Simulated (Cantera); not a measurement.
Source: NASA polynomial tables (part measured, part estimated), evaluated in Cantera. Values are per mole of reaction as written; species without (g) are pure solids or liquids, kept so even where they would boil at 1 bar.

2 O₃(g) + 3 V → 3 VO₂(g)

```tsv
T (K)	ΔH° (kJ)	ΔS° (J/K)	ΔG° (kJ)	log10 K	condensed phases
300	-981.5	230.9	-1050.8	182.96	V(s)
1425	(withheld)	(withheld)	(withheld)	(withheld)	V(s)
1575	(withheld)	(withheld)	(withheld)	(withheld)	V(s)
1725	-1034.3	174.5	-1335.4	40.44	V(s)
1875	(withheld)	(withheld)	(withheld)	(withheld)	V(s)
2025	-1057.4	162.2	-1385.9	35.75	V(s)
2175	-1071.9	155.3	-1409.7	33.86	V(s)
2325	-1157.5	116.5	-1428.2	32.09	V(l)
2475	-1175.7	108.9	-1445.2	30.50	V(l)
2625	-1194.8	101.4	-1460.9	29.07	V(l)
2775	-1215.0	93.9	-1475.6	27.77	V(l)
```

### Question
Fill in the missing entries.

### Answer

- 1425, ΔH° (kJ): -1017.7
- 1425, ΔS° (J/K): 185.1
- 1425, ΔG° (kJ): -1281.4
- 1425, log10 K: 46.97
- 1575, ΔH° (kJ): -1025.3
- 1575, ΔS° (J/K): 180.0
- 1575, ΔG° (kJ): -1308.8
- 1575, log10 K: 43.40
- 1875, ΔH° (kJ): -1044.9
- 1875, ΔS° (J/K): 168.6
- 1875, ΔG° (kJ): -1361.1
- 1875, log10 K: 37.92
